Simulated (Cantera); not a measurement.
An adiabatic, constant-volume homogeneous reactor starts with CH4 : O2 : N2 = 1 : 3.7 : 13.9 (molar parts), equivalence ratio 0.54, at 1323 K and 10.0 bar. Integrator tolerance rtol = 1e-08.

Detailed kinetics in Cantera: GRI-Mech 3.0 (53 species, 325 reactions).

Task: What does this change do: initial temperature 1323 to 1650 K?

Result: 
| quantity | before | after |
|---|---|---|
| time of steepest temperature rise | 0.833 ms | 40.7 µs |
| temperature at 0.200 s | 2604 K | 2803 K |
| equilibrium temperature | 2604 K | 2803 K |
| x(CH4) at 0.200 s | <1e-12 (gas-phase equilibrium <1e-12) | <1e-12 (gas-phase equilibrium <1e-12) |
| x(O2) at 0.200 s | 0.0817 (gas-phase equilibrium 0.0817) | 0.0787 (gas-phase equilibrium 0.0787) |
| x(C2H4) at 0.200 s | <1e-12 (gas-phase equilibrium <1e-12) | <1e-12 (gas-phase equilibrium <1e-12) |
| x(NO) at 0.200 s | 0.0166 (gas-phase equilibrium 0.0166) | 0.0218 (gas-phase equilibrium 0.0218) |
| x(OH) at 0.200 s | 0.00751 (gas-phase equilibrium 0.00751) | 0.0128 (gas-phase equilibrium 0.0128) |
| x(N2O) at 0.200 s | 3.96e-6 (gas-phase equilibrium 3.96e-6) | 4.88e-6 (gas-phase equilibrium 4.88e-6) |
| x(H) at 0.200 s | 0.000248 (gas-phase equilibrium 0.000248) | 0.000870 (gas-phase equilibrium 0.000870) |

Task: What does this change do: initial temperature 1323 to 998 K?

Result: 
| quantity | before | after |
|---|---|---|
| time of steepest temperature rise | 0.833 ms | 71.8 ms |
| temperature at 0.200 s | 2604 K | 2381 K |
| equilibrium temperature | 2604 K | 2381 K |
| x(CH4) at 0.200 s | <1e-12 (gas-phase equilibrium <1e-12) | <1e-12 (gas-phase equilibrium <1e-12) |
| x(O2) at 0.200 s | 0.0817 (gas-phase equilibrium 0.0817) | 0.0848 (gas-phase equilibrium 0.0848) |
| x(C2H4) at 0.200 s | <1e-12 (gas-phase equilibrium <1e-12) | <1e-12 (gas-phase equilibrium <1e-12) |
| x(NO) at 0.200 s | 0.0166 (gas-phase equilibrium 0.0166) | 0.0114 (gas-phase equilibrium 0.0114) |
| x(OH) at 0.200 s | 0.00751 (gas-phase equilibrium 0.00751) | 0.00363 (gas-phase equilibrium 0.00363) |
| x(N2O) at 0.200 s | 3.96e-6 (gas-phase equilibrium 3.96e-6) | 3.00e-6 (gas-phase equilibrium 3.00e-6) |
| x(H) at 0.200 s | 0.000248 (gas-phase equilibrium 0.000248) | 4.66e-5 (gas-phase equilibrium 4.66e-5) |
Below about 1000 K GRI-Mech 3.0 lacks low-temperature oxidation paths.
